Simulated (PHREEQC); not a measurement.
1 kg of water holding 0.29 mol/kgw Na2SO4 and 0.012 mol/kgw KCl is evaporated at 25 °C; the solids stay in contact with the brine. No CO2 enters from the air. Solids allowed: Arcanite, Glaserite, Halite, Mirabilite, Misenite, Sylvite, Thenardite. Others were left out.

The series has 17 steps of water left (kg), from 1 to 0.004132.

All values are PHREEQC results (Pitzer model, pitzer.dat), not measurements.

Question: Which solids form, in which order, and at which step of the series does each first stand?

Answer: Mirabilite from water left = 0.1381 kg; Glaserite from water left = 0.004132 kg; Thenardite from water left = 0.004132 kg.
